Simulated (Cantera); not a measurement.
An adiabatic, constant-pressure homogeneous reactor starts with 11.2 % CH4, 18.7 % O2, 70.1 % N2, equivalence ratio 1.2, at 1473 K and 975 Torr.

Model: GRI-Mech 3.0 (53 species, 325 reactions), integrated in Cantera.

### Question
Predict: time of steepest temperature rise; temperature at 9.00 s; equilibrium temperature; x(O2) at 9.00 s; x(CO2) at 9.00 s; x(HO2) at 9.00 s.

### Answer
```json
{
 "time_of_steepest_temperature_rise": "1.38 ms",
 "temperature at 9.00 s": "2766 K",
 "equilibrium_temperature": "2766 K",
 "x(O2) at 9.00 s": "0.00687 (gas-phase equilibrium 0.00687)",
 "x(CO2) at 9.00 s": "0.0438 (gas-phase equilibrium 0.0438)",
 "x(HO2) at 9.00 s": "2.80e-6 (gas-phase equilibrium 2.80e-6)"
}
```
